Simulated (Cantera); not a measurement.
**Ignition delay**

Mixture: 46.9 % H2, 11.2 % O2, 42.0 % N2, equivalence ratio 2.1, at 5.00 bar, adiabatic and at constant pressure. Ignition delay is the time to a rise of 400 K.

Detailed kinetics in Cantera: GRI-Mech 3.0 (53 species, 325 reactions). The hydrogen kinetics of GRI-Mech 3.0 are dated; newer H2 mechanisms differ, most at raised pressure. Where the delays flatten at high temperature, the 400 K rule measures the pace of heat release, not the induction time.

| T0 (K) | delay (ms) |
|---|---|
| 1175 | 0.0295 |
| 1275 | 0.00904 |
| 1375 | 0.00507 |
| 1475 | 0.00339 |
| 1575 | 0.00250 |
| 1675 | 0.00199 |
| 1775 | 0.00168 |
| 1875 | 0.00151 |
| 1975 | 0.00142 |
| 2075 | 0.00139 |
